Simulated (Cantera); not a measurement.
# Fluorocarbon and chlorocarbon gases: CH2F2 + H2

Input: 1 mol CH2F2, 0.2 mol H2, equilibrated at 23.0 mbar.

These are equilibrium values from Cantera (NASA tables, ideal gas, pure condensed phases), not measurements of a reactor. Candidate condensed phases: C, C6H6, C7H8, C8H18; 95 gas species. Rates play no part.

From 2100 K to 2700 K the condensed part is C(graphite). The main C-bearing gas is C2H2 (acetylene) throughout.

| T (K) | log p HF | log p H2 | log p H | log p F | log p C2H2 (acetylene) | log p C3 | n C(graphite) |
|---|---|---|---|---|---|---|---|
| 2100 | -1.68 | -2.70 | -3.85 | -6.06 | -5.54 | -9.54 | 0.999 |
| 2150 | -1.68 | -2.70 | -3.73 | -5.85 | -5.42 | -9.07 | 0.999 |
| 2200 | -1.68 | -2.71 | -3.60 | -5.64 | -5.30 | -8.62 | 0.999 |
| 2250 | -1.68 | -2.72 | -3.49 | -5.45 | -5.19 | -8.19 | 0.999 |
| 2300 | -1.68 | -2.73 | -3.38 | -5.26 | -5.10 | -7.78 | 0.998 |
| 2350 | -1.68 | -2.75 | -3.28 | -5.08 | -5.00 | -7.38 | 0.998 |
| 2400 | -1.69 | -2.76 | -3.18 | -4.90 | -4.92 | -7.01 | 0.998 |
| 2450 | -1.69 | -2.78 | -3.09 | -4.73 | -4.84 | -6.65 | 0.997 |
| 2500 | -1.69 | -2.81 | -3.00 | -4.56 | -4.78 | -6.30 | 0.996 |
| 2550 | -1.69 | -2.84 | -2.93 | -4.40 | -4.72 | -5.97 | 0.995 |
| 2600 | -1.70 | -2.88 | -2.85 | -4.24 | -4.67 | -5.65 | 0.994 |
| 2650 | -1.70 | -2.92 | -2.79 | -4.09 | -4.62 | -5.35 | 0.993 |
| 2700 | -1.70 | -2.96 | -2.73 | -3.94 | -4.59 | -5.06 | 0.990 |
log p: log10 of the partial pressure in bar; n: condensed amount in mol.
